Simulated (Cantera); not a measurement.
Input: 1 mol AlN, 0.13 mol O₂, 0.34 mol H₂, held at 1752 °C and 0.000200 bar.

Method: chemical equilibrium by Gibbs-energy minimisation in Cantera with the NASA 1993 tables (ideal gas, pure condensed phases). Candidate condensed phases: Al, AlN, Al₂O₃, H₂O; 35 gas species. The tables' values for AlOH are old estimates; treat these amounts as uncertain. The numbers say what is thermodynamically allowed, not how fast it happens.

Base state: N₂ 0.307, Al 0.298, H₂ 0.180, Al₂O 0.157, H 0.0577, AlH 0.000473, AlOH 0.000244, AlO 0.000148 (mole fractions); condensed: Al₂O₃(s).

What changes in the equilibrium state with this change: AlN replaced by BN?


```json
[
 {"species": "N₂", "before": "0.307", "after": "0.456"},
 {"species": "H₂", "before": "0.180", "after": "0.255"},
 {"species": "BO", "before": "0", "after": "0.158"},
 {"species": "Al", "before": "0.298", "after": "0"},
 {"species": "Al₂O", "before": "0.157", "after": "0"},
 {"species": "HBO", "before": "0", "after": "0.0413"},
 {"species": "B₂O₂", "before": "0", "after": "0.0176"},
 {"species": "H", "before": "0.0577", "after": "0.0687"},
 {"species": "B₂O", "before": "0", "after": "0.00247"},
 {"species": "B", "before": "0", "after": "0.00101"},
 {"species": "AlH", "before": "0.000473", "after": "0"},
 {"species": "Al₂O₃(s), mol", "before": "0.00140", "after": "0"},
 {"species": "B(s), mol", "before": "0", "after": "0.736"}
]
```
The tables' values for BH₂ are old estimates; treat these amounts as uncertain. Further candidate phases: B, BN, B₂O₃, B₃O₃H₃.
